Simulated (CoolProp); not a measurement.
Methanol at 293.15 K and 0.0068 MPa is compressed adiabatically to 0.0249 MPa with isentropic efficiency 0.8. Each further row changes one setting.

Model: reference Helmholtz-energy equation of state, de Reuck 1993, in CoolProp.

```tsv
case	work (kJ/kg)	final temperature (K)	final density (kg/m³)
as stated	?	385.6	?
efficiency 1	?	?	?
efficiency 0.65	?	?	?
```

**Question.** Fill in the missing entries.

**Answer.** 
- as stated, work (kJ/kg): 138
- as stated, final density (kg/m³): 0.250
- efficiency 1, work (kJ/kg): 110
- efficiency 1, final temperature (K): 368.1
- efficiency 1, final density (kg/m³): 0.262
- efficiency 0.65, work (kJ/kg): 170
- efficiency 0.65, final temperature (K): 405.2
- efficiency 0.65, final density (kg/m³): 0.237
